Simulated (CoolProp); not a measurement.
Values from CoolProp's reference Helmholtz-energy equation of state, Leachman 2009.

For normal hydrogen, give the phase and the cp (kJ/(kg K)), conductivity (mW/(m K)) at 355.7 K and 7.41 bar.


- 355.7 K and 7.41 bar: gas; cp 14.5, conductivity 213

Thermal conductivity comes from a separate model (Assael 2011).
